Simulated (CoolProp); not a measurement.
R407C at 495 K and 0.226 MPa is throttled through a valve to 0.0888 MPa with no heat exchange. Each further row changes one setting.

The numbers come from the reference Helmholtz-energy equation of state, Lemmon 2003 in CoolProp. It is a pseudo-pure fit of the blend.

```json
[
 {"case": "as stated", "temperature change (K)": "[?]", "final density (kg/m³)": "[?]"},
 {"case": "outlet pressure 0.0266 MPa", "temperature change (K)": "[?]", "final density (kg/m³)": "0.558"},
 {"case": "outlet pressure 0.115 MPa", "temperature change (K)": "-0.5", "final density (kg/m³)": "2.42"}
]
```

Q: Fill in the missing entries.

A: 
- as stated, temperature change (K): -0.6
- as stated, final density (kg/m³): 1.87
- outlet pressure 0.0266 MPa, temperature change (K): -0.8
